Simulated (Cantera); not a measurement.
Feed: 1 mol Fe, 0.0096 mol O2, 100 mol H2, at 13.3 mbar.

Method: chemical equilibrium by Gibbs-energy minimisation in Cantera with the NASA 1993 tables (ideal gas, pure condensed phases). Candidate condensed phases: Fe, FeO, Fe(OH)2, Fe(OH)3, Fe2O3, Fe3O4, H2O; 12 gas species. Kinetics and transport are ignored.

log p: log10 of the partial pressure in bar; n: condensed amount in mol.

| T (K) | log p H2 | log p H2O | log p H | log p Fe | n Fe(α) | n Fe(γ) |
|---|---|---|---|---|---|---|
| 725 | -1.88 | -5.59 | <-13 | <-13 | 1.00 | 0 |
| 775 | -1.88 | -5.59 | ___ | <-13 | 1.00 | 0 |
| 825 | -1.88 | -5.59 | ___ | <-13 | 1.00 | 0 |
| 875 | -1.88 | -5.59 | ___ | <-13 | 1.00 | 0 |
| 925 | -1.88 | -5.59 | ___ | <-13 | 1.00 | 0 |
| 975 | -1.88 | -5.59 | ___ | <-13 | 1.00 | 0 |
| 1025 | -1.88 | -5.59 | ___ | -13.31 | 1.00 | 0 |
| 1075 | -1.88 | -5.59 | ___ | -12.35 | 1.00 | 0 |
| 1125 | -1.88 | -5.59 | ___ | -11.47 | 1.00 | 0 |
| 1175 | -1.88 | -5.59 | ___ | -10.68 | 1.00 | 0 |
| 1225 | -1.88 | -5.59 | ___ | -9.95 | 0 | 1.000 |
| 1275 | -1.88 | -5.59 | ___ | -9.28 | 0 | 1.000 |

### Question
Fill in the missing entries.

### Answer

- 775, log p H: -12.94
- 825, log p H: -12.04
- 875, log p H: -11.24
- 925, log p H: -10.52
- 975, log p H: -9.88
- 1025, log p H: -9.30
- 1075, log p H: -8.77
- 1125, log p H: -8.29
- 1175, log p H: -7.85
- 1225, log p H: -7.44
- 1275, log p H: -7.07
